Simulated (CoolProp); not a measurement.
Saturation properties of n-perfluoropentane.

The numbers come from the reference Helmholtz-energy equation of state, Gao 2022 in CoolProp.

```csv
T (K),p (kPa),vapour density (kg/m³),enthalpy of vaporisation (kJ/kg)
288.3,58.46,7.298,94.72
298.6,87.79,[?],[?]
308.9,127.6,15.32,88.69
319.2,180.1,21.38,85.42
329.5,[?],[?],81.92
339.8,333.7,[?],78.16
350,439.1,[?],74.12
360.3,[?],68.39,69.65
370.6,727.0,89.47,64.66
380.9,915.9,117.1,58.98
391.2,1141,154.5,52.29
401.5,1407,208.5,43.93
```

**Question.** Complete the blanks.

**Answer.** 
- 298.6, vapour density (kg/m³): 10.73
- 298.6, enthalpy of vaporisation (kJ/kg): 91.79
- 329.5, p (kPa): 247.9
- 329.5, vapour density (kg/m³): 29.22
- 339.8, vapour density (kg/m³): 39.29
- 350, vapour density (kg/m³): 52.01
- 360.3, p (kPa): 569.4

It boils at 302.5 K under 1 atm.
